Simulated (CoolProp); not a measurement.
Decamethylcyclopentasiloxane (D5) at 298.15 K and 1.22 MPa is throttled through a valve to 0.247 MPa with no heat exchange. Each further row changes one setting.

Values from CoolProp's reference Helmholtz-energy equation of state, Thol 2019.

```
case                        temperature change (K)  final density (kg/m³)
--------------------------  ----------------------  ---------------------
as stated                                     +0.4                    954
outlet pressure 0.0741 MPa                    +0.5                    953
outlet pressure 0.321 MPa                     +0.4                    954
```
